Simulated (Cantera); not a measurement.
Feed: 1 mol SiHCl₃, 0.18 mol HCl, 52 mol H₂, equilibrated at 2623.15 K and 1.80 mbar.

Equilibrium computed with Cantera from the NASA thermochemical tables; the gas is ideal and each condensed phase is pure. Candidate condensed phases: Si; 19 gas species. The tables' values for SiCl are old estimates; treat these amounts as uncertain. Kinetics and transport are ignored.

Base state: H 0.592, H₂ 0.355, Cl 0.0215, HCl 0.0184, Si 0.0124, SiH 6.95e-5, SiCl 4.87e-5 (mole fractions); condensed: gas only.

### Question
What changes in the equilibrium state with this change: pressure from 1.80 mbar to 52.0 mbar?

### Answer
```
species   before     after
-------  -------  --------
H₂         0.355     0.769
H          0.592     0.162
HCl       0.0184    0.0452
Cl        0.0215   0.00665
Si        0.0124    0.0150
SiCl₂    2.51e-6  0.000243
SiH₂     1.09e-6   8.22e-5
```
Gases not in the tables: Si₂H₆ and higher silanes.

### Question
What changes in the equilibrium state with this change: H₂ from 52 to 2.3 mol?

### Answer
```
species   before    after
-------  -------  -------
H          0.592    0.353
Cl        0.0215    0.260
HCl       0.0184    0.133
H₂         0.355    0.126
Si        0.0124    0.118
SiCl₂    2.51e-6  0.00350
SiCl     4.87e-5  0.00561
Si₂      7.74e-7  6.98e-5
```
